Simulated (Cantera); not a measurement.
A Cantera script and what it prints.

```python
import numpy as np
import cantera as ct

gas_names = """
    Ba BaF BaF2 BaOH BaO2H2 F FO FO2 F2 F2O H HF HOF HO2 H2 H2F2 H2O H2O2 H3F3 H4F4 H5F5 H6F6 H7F7 O OH
    O2 O3
""".split()
cond_names = """
    Ba(cr) Ba(L) BaF2(a) BaF2(b,c) BaF2(L) BaO(s) BaO(L) BaO2H2(s) BaO2H2(L) H2O(s) H2O(L)
""".split()


# ... load() reads the species with a 1 bar reference pressure and builds the phases ...
atoms = {
    'BaF2': {'Ba': 1, 'F': 2},
    'H2O': {'H': 2, 'O': 1},
    'H2': {'H': 2},
}
top_T = {}  # K; cautious upper limits of use, not melting points


# ... equilibrate(T, P, feed) seeds the gas with the atoms and calls Mixture.equilibrate('TP', solver="vcs", rtol=1e-11, max_steps=5000) ...
results = []
feed = {'BaF2': 1, 'H2O': 7.9, 'H2': 5.8}  # mol
T = 2100  # K
for P in [0.1, 1, 10, 100, 1000, 10000, 100000]:
    mix = equilibrate(T, P, feed)
    results.append((T, P, feed, dict(zip(mix.species_names, mix.species_moles))))

top = {s: max(r[3][s] / sum(r[3][g] for g in gas_names) for r in results) for s in gas_names}
cols = sorted((s for s in top if top[s] > 0.001), key=lambda s: -top[s])[:7]
seen = [c for c in cond_names if any(r[3].get(c, 0) > 1e-12 for r in results)]
print("log10 of partial pressures in bar; condensed amounts in mol")
print(f"{'P/Pa':>10s}" + "".join(f"{s[:9]:>10s}" for s in cols + seen))
for T, P, feed, n in results:
    ng = sum(n[g] for g in gas_names)
    print(f"{P:10.4g}" + "".join(f"{np.log10(max(n[s] / ng * P / 1e5, 1e-99)):10.3f}" for s in cols)
          + "".join(f"{n.get(c, 0):10.4g}" for c in seen))
```

Output:

```
log10 of partial pressures in bar; condensed amounts in mol
      P/Pa         H       H2O        H2         O        HF      BaF2        OH
       0.1    -6.178    -8.007    -7.343    -6.747    -7.421    -8.771    -7.766
         1    -5.380    -5.787    -5.748    -6.123    -6.320    -7.283    -6.344
        10    -4.785    -4.397    -4.557    -5.924    -5.282    -5.788    -5.549
       100    -4.242    -3.316    -3.472    -5.928    -4.341    -4.525    -5.011
      1000    -3.722    -2.299    -2.431    -5.952    -3.413    -3.387    -4.515
     1e+04    -3.213    -1.297    -1.414    -5.967    -2.459    -2.323    -4.021
     1e+05    -2.710    -0.297    -0.407    -5.973    -1.478    -1.298    -3.524
```

Equilibrium computed with Cantera from the NASA thermochemical tables; the gas is ideal and each condensed phase is pure.
